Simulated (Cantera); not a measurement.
Charge: 1 mol HMDSO, 7.8 mol H2O, 57 mol H2, 0.15 mol O2, equilibrated at 525 °C and 0.00100 bar.

Cantera equilibrium calculation (NASA polynomials, part measured and part estimated; ideal gas, pure solids and liquids). Candidate condensed phases: C, C6H6, C7H8, C8H18, H2O, Si, SiC, SiO2; 123 gas species. The feed counts by its element totals alone. Equilibrium is a limit: real reactors are often held back by kinetics, nucleation or transport.

Base state: H2 0.934, CO 0.0626, H2O 0.00143, CH4 0.00121, CO2 0.000411 (mole fractions); condensed: C(graphite) + SiO2(α-quartz).

Problem. What changes in the equilibrium state with this change: H2 from 57 to 0.67 mol?

Solution. 
```json
[
 {"species": "H2", "before": "0.934", "after": "0.776"},
 {"species": "CO", "before": "0.0626", "after": "0.214"},
 {"species": "CO2", "before": "0.000411", "after": "0.00482"},
 {"species": "H2O", "before": "0.00143", "after": "0.00408"},
 {"species": "CH4", "before": "0.00121", "after": "0.000834"},
 {"species": "C(graphite), mol", "before": "0.950", "after": "1.08"},
 {"species": "SiO2(α-quartz), mol", "before": "2.00", "after": "2.00"}
]
```

Problem. What changes in the equilibrium state with this change: H2O from 7.8 to 0.2 mol?

Solution. 
```
species                before    after
-------------------  --------  -------
H2                      0.934    0.999
CH4                   0.00121  0.00138
CO                     0.0626  1.16e-8
H2O                   0.00143    <1e-9
CO2                  0.000411    <1e-9
C(graphite), mol        0.950     4.66
SiO2(α-quartz), mol      2.00    0.750
SiC(s), mol                 0     1.25
```
